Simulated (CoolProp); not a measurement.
Methane at 407.79 K and 0.57 MPa flows at 20 m/s in a round tube of 6 mm bore and 15 µm roughness, fully developed (64/Re and Nu = 3.66 if laminar; Colebrook and Gnielinski if turbulent). Each further row changes one setting.

Computed with CoolProp (reference Helmholtz-energy equation of state, Setzmann 1991).

```csv
case,Reynolds number,Darcy friction factor,pressure drop (Pa/m),heat-transfer coefficient (W/(m² K)),mass flow (kg/h)
as stated,[?],[?],2720,590,[?]
velocity 40 m/s,44700,0.0279,[?],[?],11.0
diameter 12 mm,44700,[?],1130,494,22.0
```

**Question.** Fill in the missing entries.

**Answer.** 
- as stated, Reynolds number: 22300
- as stated, Darcy friction factor: 0.0302
- as stated, mass flow (kg/h): 5.50
- velocity 40 m/s, pressure drop (Pa/m): 10000
- velocity 40 m/s, heat-transfer coefficient (W/(m² K)): 1110
- diameter 12 mm, Darcy friction factor: 0.0250

Viscosity comes from a separate model (Quiñones-Cisneros 2006). Thermal conductivity comes from a separate model (Friend 1989).
